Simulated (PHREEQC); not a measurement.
0.96 g of hydrous ferric oxide (600 m²/g; 0.2 weak and 0.005 strong sites per Fe, Dzombak-Morel constants, diffuse double layer) in 1 kg of water with 0.005 mol/kgw of an inert sodium salt and 0.00027 mol/kgw ZnSO4, at 25 °C; the pH is set by adding NaOH or the inert anion's acid. Oxygen is held at 0.21 atm. CO2 from the air is kept out. Nothing may precipitate in this run.

Equilibrium calculation in PHREEQC: ion-association model, wateq4f.dat.

```
pH    S sorbed (%)  Zn sorbed (%)  surface charge σ (C/m²)  surface potential ψ (mV)
----  ------------  -------------  -----------------------  ------------------------
3            100.0            0.0                    0.239                       198
3.38         100.0            0.0                    0.206                       193
3.75         100.0            0.0                    0.171                       184
4.12         100.0            0.2                    0.135                       173
4.5           99.9            1.1                    0.103                       160
4.88          99.8            4.3                    0.075                       145
5.25          99.3           11.5                    0.055                       129
5.62          97.5           20.3                    0.039                       112
6.38          79.2           59.5                    0.020                        81
6.75          60.7           83.3                    0.016                        70
7.12          37.9           94.8                    0.012                        58
7.5           16.6           98.7                    0.008                        44
7.88           4.7           99.7                    0.005                        26
8.25           1.1           99.9                    0.001                         6
8.62           0.2          100.0                   -0.003                       -14
9              0.0          100.0                   -0.007                       -35
```

Complexes and solids missing from the database can't appear. The oxide is taken as insoluble; below pH 4 it would dissolve.
